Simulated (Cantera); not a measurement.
An isothermal, constant-pressure homogeneous reactor starts with 0.854 % H₂, 65.7 % O₂, 33.5 % N₂, at 1100 K and 0.0132 atm.

Detailed kinetics in Cantera: GRI-Mech 3.0 (53 species, 325 reactions). Radical loss at walls, strong at low pressure, is not modelled.

x: mole fraction; the columns are a selection and need not sum to one.

```csv
t (s),x H₂,x O₂,x N₂O,x NO₂,x H
4.00e-6,0.00854,0.657,<1e-12,<1e-12,2.56e-12
1.23e-5,0.00854,0.657,<1e-12,<1e-12,7.59e-12
3.81e-5,0.00854,0.657,<1e-12,<1e-12,2.09e-11
0.000118,0.00854,0.657,<1e-12,<1e-12,4.86e-11
0.000363,0.00854,0.657,<1e-12,<1e-12,9.61e-11
0.00112,0.00854,0.657,<1e-12,<1e-12,2.93e-10
0.00346,0.00854,0.657,<1e-12,<1e-12,4.73e-9
0.0107,0.00837,0.656,1.54e-12,<1e-12,1.79e-5
0.0330,5.09e-5,0.650,1.59e-9,<1e-12,0.000492
0.102,2.79e-5,0.652,4.65e-9,1.70e-12,0.000229
0.315,(withheld),0.654,(withheld),4.10e-12,(withheld)
0.972,(withheld),0.655,8.12e-9,9.77e-12,(withheld)
3.00,2.54e-7,0.655,8.66e-9,1.92e-11,2.12e-7
```

### Question
Fill in the missing entries.

### Answer

- 0.315, x H₂: 9.75e-6
- 0.315, x N₂O: 6.92e-9
- 0.315, x H: 4.71e-5
- 0.972, x H₂: 1.83e-6
- 0.972, x H: 3.92e-6
